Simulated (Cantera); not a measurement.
Charge: 1 mol MgSO₄, 0.12 mol C, 0.065 mol CO₂, equilibrated at 19000 Pa.

These are equilibrium values from Cantera (NASA tables, ideal gas, pure condensed phases), not measurements of a reactor. Candidate condensed phases: C, Mg, MgCO₃, MgO, MgS, MgSO₄, S; 26 gas species. Rates play no part. All values below are at 1652 °C.

Base state: SO₂ 0.638, O₂ 0.242, CO₂ 0.118, SO₃ 0.000957, O 0.000416, CO 0.000378, SO 0.000218 (mole fractions); condensed: MgO(s).

Question: What changes in the equilibrium state with this change: CO₂ from 0.065 to 5.2 mol?

Answer: 
| species | before | after |
|---|---|---|
| CO₂ | 0.118 | 0.787 |
| SO₂ | 0.638 | 0.149 |
| O₂ | 0.242 | 0.0590 |
| CO | 0.000378 | 0.00512 |
| SO₃ | 0.000957 | 0.000110 |
| SO | 0.000218 | 0.000103 |
| O | 0.000416 | 0.000205 |
| MgO(s), mol | 1.00 | 1.00 |
